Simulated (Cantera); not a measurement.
**Catalytic stagnation flow on Pt**

A jet of 8.55 % CH4, 8.03 % O2, 83.4 % N2, equivalence ratio 2.1 at 300 K and 0.0220 bar hits a platinum plate 2 cm away at a mass flux of 0.11 kg/m²/s; the plate temperature is set and raised in steps from an oxygen-covered start.

Model: Deutschmann's 1995 Pt surface mechanism with GRI-Mech 3.0 gas chemistry, integrated in Cantera. Catalytic surfaces can have several steady states; this one follows from the mechanism file's or the stated starting coverage.

```tsv
plate T (K)	wall x CH4	wall x O2	wall x H2O	wall x OH	wall x CO	wall x CO2	θ free Pt	θ H*	θ CO*	θ C*
950	0.0402	0.0158	0.0697	<1e-8	0.0470	0.000112	0.742	0.00104	0.0779	0.179
1000	0.0350	0.0135	0.0684	<1e-8	0.0524	0.000164	0.839	0.00119	0.0487	0.111
1050	0.0314	0.0121	0.0671	<1e-8	0.0559	0.000294	0.918	0.00116	0.0296	0.0513
1100	0.0299	0.0117	0.0661	<1e-8	0.0573	0.000536	0.961	0.00104	0.0169	0.0206
1150	0.0295	0.0118	0.0652	1.98e-8	0.0574	0.000931	0.981	0.000906	0.00950	0.00819
```
x: mole fraction at the wall; θ: surface coverage.
